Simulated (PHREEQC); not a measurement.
Solution (25 °C): 0.0033 mol/kgw CaCl2 and 0.27 mol/kgw Na2SO4. Closed to the air; pH follows from the charge balance.

The numbers come from PHREEQC with the ion-association model, wateq4f.dat.

Task: The ionic strength comes out as 0.648 mol/kgw. What activity coefficients do SO4-2, Cl-, Na+, Ca+2, NaSO4- get?

Result: SO4-2 0.18, Cl- 0.63, Na+ 0.71, Ca+2 0.25, NaSO4- 0.68.

This is a speciation only: nothing precipitates in the calculation.
